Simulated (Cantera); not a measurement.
A Cantera script and its output.

```python
import numpy as np
import cantera as ct

gas = ct.Solution("h2o2.yaml")
gas.TPX = 1423, 1600, {'H2': 0.25, 'O2': 1}
inlet = ct.Reservoir(gas, clone=True)

reactor = ct.IdealGasConstPressureReactor(gas, energy="off", clone=False)
exhaust = ct.Reservoir(gas, clone=True)
tau = [12, 1.8, 0.28, 0.045, 0.007, 0.0011, 0.00017][0]
for a, b in ((inlet, reactor), (reactor, exhaust)):
    ct.MassFlowController(a, b, mdot=lambda t: reactor.mass / tau)
net = ct.ReactorNet([reactor])
show = ['H2', 'O2', 'H', 'O', 'H2O2', 'H2O']

rows = []
print(f"{'tau/s':>10s}{'T/K':>9s}" + "".join(f"{s:>11s}" for s in show))
for tau in [12, 1.8, 0.28, 0.045, 0.007, 0.0011, 0.00017]:
    net.initial_time = 0.0
    net.advance(30 * tau)
    before = gas.X
    net.advance(40 * tau)
    drift = np.max(np.abs(gas.X - before) / (gas.X + 1e-9))
    rows.append([gas.T, *gas[show].X, drift])
    print(f"{tau:10.3e}{gas.T:9.1f}" + "".join(f"{x:11.3e}" for x in gas[show].X))
```

It prints:

```
     tau/s      T/K         H2         O2          H          O       H2O2        H2O
 1.200e+01   1423.0  1.287e-04  7.761e-01  4.986e-05  8.358e-04  4.624e-08  2.208e-01
 1.800e+00   1423.0  4.526e-04  7.733e-01  3.373e-04  2.990e-03  8.991e-08  2.190e-01
 2.800e-01   1423.0  1.498e-03  7.650e-01  2.103e-03  1.011e-02  1.560e-07  2.140e-01
 4.500e-02   1423.0  4.363e-03  7.422e-01  1.101e-02  3.037e-02  2.257e-07  1.999e-01
 7.000e-03   1423.0  9.477e-03  7.009e-01  3.560e-02  6.580e-02  2.472e-07  1.711e-01
 1.100e-03   1423.0  1.743e-02  6.825e-01  5.327e-02  7.937e-02  2.572e-07  1.474e-01
 1.700e-04   1423.0  5.161e-02  7.052e-01  5.205e-02  5.730e-02  2.914e-07  1.113e-01
```

Detailed kinetics in Cantera: the H2/O2 subset of GRI-Mech 3.0, which has no nitrogen chemistry. Radical loss at walls, strong at low pressure, is not modelled. The temperature is held fixed by assumption; the heat of reaction is taken as removed at once.
